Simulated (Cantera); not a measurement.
Input (Python, Cantera):

```python
import numpy as np
import cantera as ct

gas = ct.Solution("gri30.yaml")
gas.TPX = 1898, 260, {'CH4': 1, 'H2': 1.3}
reactor = ct.IdealGasConstPressureReactor(gas, energy="off", clone=False)
net = ct.ReactorNet([reactor])
net.rtol, net.atol = 1e-08, 1e-18
show = ['CH4', 'H2', 'CH2', 'C2H6', 'C2H4']
times = np.geomspace(0.0006, 1, 12)

steps = ct.SolutionArray(gas, extra=["t"])
rows = []
print(f"{'t/s':>10s}{'T/K':>9s}{'P/Pa':>11s}" + "".join(f"{s:>11s}" for s in show))
for t in times:
    while net.time < t:
        t_next = net.step()
        steps.append(gas.state, t=t_next)
    rows.append([np.interp(t, steps.t, y) for y in (steps.T, steps.P, *steps(*show).X.T)])
    print(f"{t:10.3e}{rows[-1][0]:9.1f}{rows[-1][1]:11.4g}" + "".join(f"{x:11.3e}" for x in rows[-1][2:]))
rate = np.gradient(steps.T, steps.t)
print("integrator steps:", len(steps.t))
if steps.T.max() > steps.T[0] + 200:
    print(f"time of steepest temperature rise: {steps.t[rate.argmax()]:.4e} s")
gas.TPX = 1898, 260, {'CH4': 1, 'H2': 1.3}
gas.equilibrate("TP")
print(f"equilibrium (TP): T = {gas.T:.1f} K  " + "  ".join(f"{s} {gas[s].X[0]:.3e}" for s in show))
```

Result:

```
       t/s      T/K       P/Pa        CH4         H2        CH2       C2H6       C2H4
 6.000e-04   1898.0        260  4.342e-01  5.653e-01  2.222e-08  4.765e-08  3.751e-07
 1.178e-03   1898.0        260  4.337e-01  5.654e-01  9.457e-08  3.267e-07  3.336e-06
 2.312e-03   1898.0        260  4.325e-01  5.656e-01  3.677e-07  1.810e-06  2.708e-05
 4.538e-03   1898.0        260  4.299e-01  5.661e-01  1.321e-06  8.327e-06  2.045e-04
 8.907e-03   1898.0        260  4.220e-01  5.689e-01  4.390e-06  3.336e-05  1.409e-03
 1.748e-02   1898.0        260  3.871e-01  5.866e-01  1.288e-05  1.089e-04  7.377e-03
 3.432e-02   1898.0        260  2.674e-01  6.610e-01  2.217e-05  1.397e-04  1.219e-02
 6.736e-02   1898.0        260  1.415e-01  7.473e-01  1.808e-05  5.128e-05  4.060e-03
 1.322e-01   1898.0        260  7.054e-02  7.963e-01  1.323e-05  1.446e-05  1.064e-03
 2.595e-01   1898.0        260  3.225e-02  8.224e-01  9.763e-06  3.565e-06  2.656e-04
 5.095e-01   1898.0        260  1.261e-02  8.352e-01  7.057e-06  6.952e-07  6.012e-05
 1.000e+00   1898.0        260  3.851e-03  8.398e-01  4.686e-06  8.977e-08  1.430e-05
integrator steps: 1029
equilibrium (TP): T = 1898.0 K  CH4 2.231e-05  H2 8.354e-01  CH2 1.539e-07  C2H6 6.896e-12  C2H4 3.990e-06
```

Computed with Cantera and GRI-Mech 3.0 (53 species, 325 reactions). GRI-Mech 3.0 stops at C3 and has no aromatics, soot or wall deposition, so with more carbon than oxygen in the feed, carbon stays in small species such as C2H2 where larger ones or solid carbon would form. Radical loss at walls, strong at low pressure, is not modelled.
